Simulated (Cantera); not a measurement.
## Equilibrium for fluorocarbon and chlorocarbon gases: CH3Cl

Feed: 1 mol CH3Cl, held at 12.0 mbar.

Equilibrium computed with Cantera from the NASA thermochemical tables; the gas is ideal and each condensed phase is pure. Candidate condensed phases: C, C6H6, C7H8, C8H18; 103 gas species. Ions and electrons are included (thermal ionisation). The tables' values for CCl are old estimates; treat these amounts as uncertain. The numbers say what is thermodynamically allowed, not how fast it happens.

```csv
T (°C),x H,x H2,x HCl,x Cl,x C,x C3,x C2,n C(graphite)
1727,0.0104,0.494,0.488,0.00768,2.54e-9,2.31e-9,1.95e-10,0.998
2227,0.147,0.408,0.352,0.0893,1.39e-5,4.14e-5,3.82e-6,0.979
2727,0.524,0.132,0.0801,0.217,0.00422,0.0260,0.00264,0.599
3227,0.637,0.0140,0.00720,0.218,0.0629,0.0399,0.0176,0
3727,0.606,0.00174,0.000892,0.203,0.175,0.00271,0.00985,0
4227,0.600,0.000362,0.000188,0.200,0.197,4.32e-5,0.00160,0
4727,0.600,0.000104,5.45e-5,0.200,0.199,1.23e-6,0.000317,0
```
x: gas mole fraction; n: condensed amount in mol.

From 1727 °C to 2727 °C the condensed part is C(graphite). From 3227 °C to 4727 °C nothing is condensed. The main C-bearing gas is C2H2 (acetylene) at 1727 °C and C at 4727 °C.
